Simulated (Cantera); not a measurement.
Feed: 1 mol c-C4F8, 0.1 mol CH4, 0.15 mol F2, held at 3223.15 K and 0.0170 bar.

Equilibrium computed with Cantera from the NASA thermochemical tables; the gas is ideal and each condensed phase is pure. Candidate condensed phases: C, C6H6, C7H8, C8H18; 95 gas species. The feed counts by its element totals alone. Rates play no part.

Base state: F 0.717, CF 0.103, C3 0.0895, HF 0.0402, C 0.0175, CF2 0.0154, C2 0.0117, H 0.00266 (mole fractions); condensed: gas only.

**Question.** What changes in the equilibrium state with this change: temperature from 3223.15 K to 2223.15 K?

**Answer.** 
```tsv
species	before	after
CF4	1.69e-7	0.430
CF2	0.0154	0.294
F	0.717	0.132
C2	0.0117	1.98e-8
C3	0.0895	2.26e-7
C	0.0175	1.35e-7
CF3	1.02e-5	0.0165
CF	0.103	0.00164
HF	0.0402	0.126
C5	0.00203	<1e-9
C4	0.000446	<1e-9
C2H	4.61e-5	<1e-9
C2F4	<1e-9	1.36e-5
C(graphite), mol	0	1.75
```
The tables' values for C2F4 are old estimates; treat these amounts as uncertain. Gases not in the tables: C2F6 and larger saturated fluorocarbons.
